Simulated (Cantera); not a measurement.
A closed system holds: 1 mol BN, 3.1 mol N2, held at 2298 K and 0.00120 bar.

Equilibrium computed with Cantera from the NASA thermochemical tables; the gas is ideal and each condensed phase is pure. Candidate condensed phases: B, BN; 5 gas species. Equilibrium is a limit: real reactors are often held back by kinetics, nucleation or transport.

Base state: N2 0.992, B 0.00824, BN 0.000158 (mole fractions); condensed: B(s).

Question: What changes in the equilibrium state with this change: temperature from 2298 K to 2975 K?

Answer: 
| species | before | after |
|---|---|---|
| N2 | 0.992 | 0.782 |
| B | 0.00824 | 0.216 |
| BN | 0.000158 | 0.00130 |
| N | 1.10e-6 | 0.000302 |
| B2 | 6.25e-7 | 1.27e-5 |
| B(s), mol | 0.970 | 0 |
